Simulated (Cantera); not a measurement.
Premixed flame

A freely propagating, adiabatic, planar premixed flame of C₃H₈ : O₂ : N₂ : H₂O = 1 : 5.75 : 18.4 : 0.52 (molar parts), unburnt at 450 K and 9.67 atm; mixture-averaged transport, grid criteria slope 0.08 and curve 0.16, no radiation.

Model: GRI-Mech 3.0 (53 species, 325 reactions), integrated in Cantera. GRI-Mech 3.0 was tuned for natural gas; its chemistry of propane as a main component is partial and can be far from experiment. Burning velocities carry a grid error of a few per cent, more on coarse grids.

| z (mm) | T (K) | u (m/s) | x C₃H₈ | x O₂ | x H₂O | x NO | x CH₂ | x OH |
|---|---|---|---|---|---|---|---|---|
| -0.142 | 450 | 0.527 | 0.0389 | 0.224 | 0.0203 | <1e-8 | <1e-8 | <1e-8 |
| -0.0944 | 452 | 0.530 | 0.0389 | 0.223 | 0.0207 | <1e-8 | <1e-8 | <1e-8 |
| -0.0708 | 461 | 0.541 | 0.0388 | 0.222 | 0.0221 | <1e-8 | <1e-8 | <1e-8 |
| -0.0472 | 525 | 0.620 | 0.0383 | 0.215 | 0.0305 | 8.00e-8 | <1e-8 | 6.15e-8 |
| -0.0236 | 922 | 1.11 | 0.0292 | 0.174 | 0.0696 | 1.47e-6 | <1e-8 | 8.12e-6 |
| -0.0118 | 1353 | 1.67 | 0.0124 | 0.129 | 0.106 | 4.68e-6 | 1.37e-6 | 0.000129 |
| 0 | 1792 | 2.25 | 0.000440 | 0.0798 | 0.139 | 9.81e-6 | 2.63e-5 | 0.00178 |
| 0.0118 | 2013 | 2.52 | 2.71e-7 | 0.0538 | 0.152 | 1.68e-5 | 1.16e-5 | 0.00549 |
| 0.0236 | 2115 | 2.63 | <1e-8 | 0.0438 | 0.156 | 2.33e-5 | 8.22e-7 | 0.00722 |
| 0.0472 | 2225 | 2.75 | <1e-8 | 0.0363 | 0.159 | 3.32e-5 | <1e-8 | 0.00737 |
| 0.0944 | 2316 | 2.84 | <1e-8 | 0.0316 | 0.163 | 4.75e-5 | <1e-8 | 0.00621 |
| 0.189 | 2369 | 2.90 | <1e-8 | 0.0290 | 0.166 | 6.81e-5 | <1e-8 | 0.00501 |
| 0.378 | 2387 | 2.91 | <1e-8 | 0.0281 | 0.167 | 0.000101 | <1e-8 | 0.00453 |
x: mole fraction of selected species; z is measured from the peak of heat release.

The laminar burning velocity is 52.6 cm/s. The thermal thickness is 0.0472 mm and the peak x(CH₂) is 2.90e-5. The peak x(OH) is 0.00752. The grid points comes out as 158.
